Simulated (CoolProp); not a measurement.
A single-stage vapour-compression cycle with the fluid: evaporating at 272.15 K (dew point), condensing at 334.15 K (bubble point), superheat 2 K, subcooling 0 K, compressor efficiency 0.9, no pressure losses. The same conditions are run with several fluids, on thermodynamics alone (safety and materials aside).

Values from CoolProp's reference Helmholtz-energy equation of state of each fluid (dimethyl ether: Wu 2011; R245ca: Zhou 2016; R152A: Outcalt 1996; chloromethane (R40): Thol 2014; trans-2-butene: Lemmon 2005; R21: Platzer 1990). The equations of Platzer and Polt are older, rougher fits.

### Question
Rank dimethyl ether, R245ca, R152A, chloromethane (R40), trans-2-butene, R21 by cooling COP, highest first.

### Answer
R21 (3.20), chloromethane (R40) (3.09), trans-2-butene (2.99), dimethyl ether (2.95), R245ca (2.92), R152A (2.88)

```tsv
fluid	pressure ratio	discharge temperature (K)	refrigerating effect (kJ/kg)	volumetric capacity (kJ/m³)
dimethyl ether	5.75	355.7	285	1590
R245ca	10.4	334.2	134	261
R152A	6.03	358.1	196	1570
chloromethane (R40)	5.83	400.1	303	1790
trans-2-butene	6.78	340.4	263	636
R21	7.87	373.9	180	568
```

The compression ends wet for: R245ca.
